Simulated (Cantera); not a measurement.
Charge: 1 mol Si3N4, 0.99 mol H2O, 10 mol N2, held at 1330 Pa.

These are equilibrium values from Cantera (NASA tables, ideal gas, pure condensed phases), not measurements of a reactor. Candidate condensed phases: H2O, Si, SiO2, Si2N2O, Si3N4; 35 gas species. Mutual solubility and eutectic melting of coexisting phases are not modelled. Rates play no part.

Problem. Which condensed phases are stable at each of these points (T (°C)): 1325, 1375, 1425, 1475, 1525, 1575, 1625, 1675, 1725?

Solution. 
```tsv
T (°C)	condensed phases	Si condensed (%)
1325	Si2N2O(s) + Si3N4(s)	99.9
1375	Si2N2O(s) + Si3N4(s)	99.8
1425	Si2N2O(s) + Si3N4(s)	99.2
1475	Si2N2O(s) + Si3N4(s)	97.3
1525	Si2N2O(s) + Si3N4(s)	91.6
1575	Si(l)	66.7
1625	Si(l)	66.5
1675	Si(l)	66.0
1725	Si(l)	65.3
```

From 1325 °C to 1525 °C the condensed part is Si2N2O(s) + Si3N4(s). From 1575 °C to 1725 °C the condensed part is Si(l).
